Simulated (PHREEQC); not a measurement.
Dissolve 1.6 mmol/kgw Ca(NO3)2 at 25 °C. It is in equilibrium with CO2 at log p = -3.4 (atm). Otherwise closed; pH follows from the charge balance.

The numbers come from PHREEQC with the ion-association model, phreeqc.dat.

This is a speciation only: nothing precipitates in the calculation.

Problem. What pH, specific conductance does the model give?

Solution. pH 5.61; specific conductance 390 µS/cm.

Problem. In which forms is C present?

Solution. CO2 84 %, HCO3- 16 % of the C.
